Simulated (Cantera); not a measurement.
An isothermal, constant-pressure homogeneous reactor starts with 100 % N2O, at 1375 K and 0.0267 bar.

Model: GRI-Mech 3.0 (53 species, 325 reactions), integrated in Cantera. GRI-Mech 3.0 was tuned for natural gas; its chemistry of N2O as a main component is partial and can be far from experiment. Radical loss at walls, strong at low pressure, is not modelled. The mechanism lacks the step 2 NO + O2 → 2 NO2, which can matter for NO2 below about 1400 K. The temperature is held fixed by assumption; the heat of reaction is taken as removed at once.

x: mole fraction; the columns are a selection and need not sum to one.

| t (s) | x N2O | x N2 | x NO2 | x O | x NO | x O2 |
|---|---|---|---|---|---|---|
| 1.00e-6 | 1.00 | 1.48e-7 | <1e-12 | 1.47e-7 | 2.11e-10 | 4.66e-10 |
| 3.32e-6 | 1.000 | 4.95e-7 | <1e-12 | 4.84e-7 | 2.29e-9 | 5.06e-9 |
| 1.10e-5 | 1.000 | 1.68e-6 | <1e-12 | 1.56e-6 | 2.49e-8 | 5.49e-8 |
| 3.67e-5 | 1.000 | 5.98e-6 | <1e-12 | 4.72e-6 | 2.56e-7 | 5.66e-7 |
| 0.000122 | 1.000 | 2.31e-5 | <1e-12 | 1.17e-5 | 2.32e-6 | 5.13e-6 |
| 0.000405 | 1.000 | 9.34e-5 | 8.91e-12 | 1.84e-5 | 1.53e-5 | 3.37e-5 |
| 0.00135 | 0.999 | ___ | 1.66e-10 | 1.92e-5 | ___ | ___ |
| 0.00447 | 0.998 | 0.00118 | 2.08e-9 | 1.92e-5 | 0.000236 | 0.000521 |
| 0.0149 | 0.993 | 0.00395 | 2.24e-8 | 1.92e-5 | 0.000799 | 0.00176 |
| 0.0494 | 0.978 | 0.0130 | 2.05e-7 | 1.92e-5 | 0.00264 | 0.00584 |
| 0.164 | 0.931 | 0.0419 | 1.34e-6 | 1.92e-5 | 0.00851 | 0.0188 |
| 0.545 | 0.793 | 0.125 | 5.70e-6 | 1.92e-5 | 0.0255 | 0.0563 |
| 1.81 | ___ | ___ | ___ | 1.91e-5 | ___ | ___ |
| 6.02 | 0.122 | 0.532 | 3.85e-5 | 1.84e-5 | 0.107 | 0.239 |
| 20.0 | 0.00345 | 0.604 | 7.45e-5 | 7.11e-6 | 0.120 | 0.272 |

Task: What belongs in the gaps?

Result: 
- 0.00135, x N2: 0.000345
- 0.00135, x NO: 6.62e-5
- 0.00135, x O2: 0.000146
- 1.81, x N2O: 0.486
- 1.81, x N2: 0.311
- 1.81, x NO2: 1.82e-5
- 1.81, x NO: 0.0631
- 1.81, x O2: 0.140
